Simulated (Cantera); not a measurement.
A closed system holds: 1 mol FeS, 0.2 mol SO3, 0.065 mol CO2, equilibrated at 101000 Pa.

These are equilibrium values from Cantera (NASA tables, ideal gas, pure condensed phases), not measurements of a reactor. Candidate condensed phases: C, Fe, Fe(CO)5, FeO, FeS, FeSO4, FeS2, Fe2O3, Fe2(SO4)3, Fe3O4, S; 25 gas species. Mutual solubility and eutectic melting of coexisting phases are not modelled. FeS: taken at fixed stoichiometry. Gases not in the tables: S3 to S7. Equilibrium is a limit: real reactors are often held back by kinetics, nucleation or transport.

log p: log10 of the partial pressure in bar; n: condensed amount in mol.

```json
[
 {"T (K)": "823", "log p SO2": "-0.55", "log p CO2": "-0.14", "log p S2": "-2.86", "log p S2O": "-3.61", "log p CO": "-4.40", "log p COS": "-4.18", "log p SO": "-6.54", "n FeS2(s)": "0.587", "n Fe3O4(s)": "0.138", "n FeS(s)": "0"},
 {"T (K)": "848", "log p SO2": "-0.55", "log p CO2": "-0.14", "log p S2": "-2.62", "log p S2O": "-3.44", "log p CO": "-4.15", "log p COS": "-3.98", "log p SO": "-6.25", "n FeS2(s)": "0.587", "n Fe3O4(s)": "0.138", "n FeS(s)": "0"},
 {"T (K)": "873", "log p SO2": "-0.56", "log p CO2": "-0.14", "log p S2": "-2.39", "log p S2O": "-3.28", "log p CO": "-3.91", "log p COS": "-3.79", "log p SO": "-5.98", "n FeS2(s)": "0.587", "n Fe3O4(s)": "0.138", "n FeS(s)": "0"},
 {"T (K)": "898", "log p SO2": "-0.18", "log p CO2": "-0.47", "log p S2": "-1.99", "log p S2O": "-2.79", "log p CO": "-4.16", "log p COS": "-3.99", "log p SO": "-5.49", "n FeS2(s)": "0.325", "n Fe3O4(s)": "0.0858", "n FeS(s)": "0.418"},
 {"T (K)": "923", "log p SO2": "-0.10", "log p CO2": "-0.69", "log p S2": "-1.86", "log p S2O": "-2.66", "log p CO": "-4.23", "log p COS": "-4.14", "log p SO": "-5.23", "n FeS2(s)": "0", "n Fe3O4(s)": "0.0220", "n FeS(s)": "0.934"},
 {"T (K)": "948", "log p SO2": "-0.10", "log p CO2": "-0.69", "log p S2": "-1.80", "log p S2O": "-2.63", "log p CO": "-4.07", "log p COS": "-4.08", "log p SO": "-5.03", "n FeS2(s)": "0", "n Fe3O4(s)": "0.0223", "n FeS(s)": "0.933"},
 {"T (K)": "973", "log p SO2": "-0.10", "log p CO2": "-0.70", "log p S2": "-1.75", "log p S2O": "-2.59", "log p CO": "-3.91", "log p COS": "-4.02", "log p SO": "-4.85", "n FeS2(s)": "0", "n Fe3O4(s)": "0.0226", "n FeS(s)": "0.932"},
 {"T (K)": "998", "log p SO2": "-0.10", "log p CO2": "-0.70", "log p S2": "[?]", "log p S2O": "-2.56", "log p CO": "[?]", "log p COS": "-3.96", "log p SO": "[?]", "n FeS2(s)": "0", "n Fe3O4(s)": "0.0229", "n FeS(s)": "0.931"},
 {"T (K)": "1023", "log p SO2": "-0.10", "log p CO2": "-0.70", "log p S2": "-1.65", "log p S2O": "-2.53", "log p CO": "[?]", "log p COS": "-3.91", "log p SO": "[?]", "n FeS2(s)": "0", "n Fe3O4(s)": "0.0232", "n FeS(s)": "0.930"},
 {"T (K)": "1048", "log p SO2": "-0.11", "log p CO2": "-0.70", "log p S2": "-1.60", "log p S2O": "-2.50", "log p CO": "-3.48", "log p COS": "-3.86", "log p SO": "-4.34", "n FeS2(s)": "0", "n Fe3O4(s)": "0.0236", "n FeS(s)": "0.929"}
]
```

Problem. What belongs in the gaps?

Solution. 
- 998, log p S2: -1.70
- 998, log p CO: -3.76
- 998, log p SO: -4.67
- 1023, log p CO: -3.62
- 1023, log p SO: -4.50
